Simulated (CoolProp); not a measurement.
Vapour-liquid equilibrium of benzene (1) + octamethylcyclotetrasiloxane (D4) (2) at 370.8 K; x and y are mole fractions of (1).

Values from CoolProp's multi-fluid Helmholtz-energy mixture model, Thol 2012 and Thol 2015; pair parameters Bell 2016.

Task: Give the bubble pressure and the first vapour's composition at x = 0.05, 0.5, 0.8. Is there an azeotrope?

Result: x = 0.05: 0.01440 MPa, y = 0.474; x = 0.5: 0.08581 MPa, y = 0.951; x = 0.8: 0.1337 MPa, y = 0.987. No azeotrope shows between x = 0.05 and 0.95.

The pair parameters rest on a limited set of measurements; away from them the model extrapolates.
